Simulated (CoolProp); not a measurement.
The numbers come from the reference Helmholtz-energy equation of state, Lemmon 2006 in CoolProp. It is a short technical equation, of lower accuracy than the large ones.

### Question
For CH3F (R41), give the phase and the Joule-Thomson coefficient (K/MPa), expansivity (1/kK) at 252.7 K and 8.9 bar; 189.5 K and 19.8 bar; 219.5 K and 2.24 bar.

### Answer
- 252.7 K and 8.9 bar: gas; Joule-Thomson coefficient 27.9, expansivity 6.84
- 189.5 K and 19.8 bar: liquid; Joule-Thomson coefficient -0.310, expansivity 2.26
- 219.5 K and 2.24 bar: gas; Joule-Thomson coefficient 47.5, expansivity 5.75
